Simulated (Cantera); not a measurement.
A closed system holds: 1 mol HMDSO, 0.39 mol O3, 0.21 mol H2, held at 0.260 bar.

Cantera equilibrium calculation (NASA polynomials, part measured and part estimated; ideal gas, pure solids and liquids). Candidate condensed phases: C, C6H6, C7H8, C8H18, H2O, Si, SiC, SiO2; 123 gas species. The feed counts by its element totals alone. Mutual solubility and eutectic melting of coexisting phases are not modelled. The tables hold silica as quartz up to 1696 K and as liquid above; real silica turns to tridymite and cristobalite and melts near 1996 K. Equilibrium is a limit: real reactors are often held back by kinetics, nucleation or transport.

Over these rows the condensed part is C(graphite) + SiC(s) + SiO2(β-quartz). Partial pressures as log10 of bar:

```tsv
T (K)	1000/T (1/K)	log p H2O	log p H2
998	1.0020	-7.92	-0.60
1098	0.9107	-7.11	-0.59
1198	0.8347	?	-0.59
1298	0.7704	-5.89	-0.59
1398	0.7153	-5.42	-0.59
1498	0.6676	-5.04	-0.62
```

Task: Fit log p(H2O) = a + b·(1000/T) to the five rows, give the apparent enthalpy, and predict the row at 1198 K.

Result: Means: 1000/T = 0.8132, log p = -6.276. Sxy = -0.671987, Sxx = 0.0777673, so b = -8.64 and a = -6.276 − (-8.64)×0.8132 = 0.75.
Apparent enthalpy: −19.145 × (-8.64) = 165 kJ/mol. With the condensed phases at unit activity, 1/2 C(graphite) + 1/2 SiO2(β-quartz) + H2(g) = H2O(g) + 1/2 SiC(s) links this pressure to the main gases: over the six rows their terms move log p by -0.02 in all, so the slope is close to that reaction's ΔH°. The five rows lie within 0.02 of the line.
Prediction at 1198 K: 0.75 + (-8.64)×0.8347 = -6.46. The computed value is -6.45, 0.01 from the line.
